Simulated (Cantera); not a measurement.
A perfectly stirred reactor is fed with CH₄ : N₂ = 1 : 1.3 (molar parts), at 10.00 Torr; it is held at 1548 K, and followed from long to short residence time.

Model: GRI-Mech 3.0 (53 species, 325 reactions), integrated in Cantera. GRI-Mech 3.0 stops at C3 and has no aromatics, soot or wall deposition, so with more carbon than oxygen in the feed, carbon stays in small species such as C2H2 where larger ones or solid carbon would form. Radical loss at walls, strong at low pressure, is not modelled.

Problem. What does this change do: N2 1.3 to 0.75 parts?

Solution. 
```
quantity                  before     after
----------------------  --------  --------
x(CH₄) at τ = 1.60 s       0.239     0.297
x(H₂) at τ = 1.60 s        0.201     0.259
x(C₂H₂) at τ = 1.60 s     0.0645    0.0832
x(C₂H) at τ = 1.60 s     3.22e-8   3.78e-8
x(C₂H₆) at τ = 1.60 s    9.99e-5  0.000127
x(CH₄) at τ = 18.0 ms      0.434     0.570
x(H₂) at τ = 18.0 ms    0.000302  0.000549
x(C₂H₂) at τ = 18.0 ms   3.59e-6   8.76e-6
x(C₂H) at τ = 18.0 ms   3.85e-12  7.63e-12
x(C₂H₆) at τ = 18.0 ms   8.51e-6   1.86e-5
```

Problem. What does this change do: CH4 1 to 0.36 parts?

Solution. 
```tsv
quantity	before	after
x(CH₄) at τ = 1.60 s	0.239	0.133
x(H₂) at τ = 1.60 s	0.201	0.102
x(C₂H₂) at τ = 1.60 s	0.0645	0.0322
x(C₂H) at τ = 1.60 s	3.22e-8	2.09e-8
x(C₂H₆) at τ = 1.60 s	9.99e-5	5.18e-5
x(CH₄) at τ = 18.0 ms	0.434	0.217
x(H₂) at τ = 18.0 ms	0.000302	8.26e-5
x(C₂H₂) at τ = 18.0 ms	3.59e-6	4.49e-7
x(C₂H) at τ = 18.0 ms	3.85e-12	<1e-12
x(C₂H₆) at τ = 18.0 ms	8.51e-6	1.29e-6
```

Problem. What does this change do: pressure from 10.00 Torr to 6.23 Torr?

Solution. 
| quantity | before | after |
|---|---|---|
| x(CH₄) at τ = 1.60 s | 0.239 | 0.254 |
| x(H₂) at τ = 1.60 s | 0.201 | 0.185 |
| x(C₂H₂) at τ = 1.60 s | 0.0645 | 0.0584 |
| x(C₂H) at τ = 1.60 s | 3.22e-8 | 3.43e-8 |
| x(C₂H₆) at τ = 1.60 s | 9.99e-5 | 9.97e-5 |
| x(CH₄) at τ = 18.0 ms | 0.434 | 0.434 |
| x(H₂) at τ = 18.0 ms | 0.000302 | 0.000136 |
| x(C₂H₂) at τ = 18.0 ms | 3.59e-6 | 6.12e-7 |
| x(C₂H) at τ = 18.0 ms | 3.85e-12 | <1e-12 |
| x(C₂H₆) at τ = 18.0 ms | 8.51e-6 | 2.05e-6 |
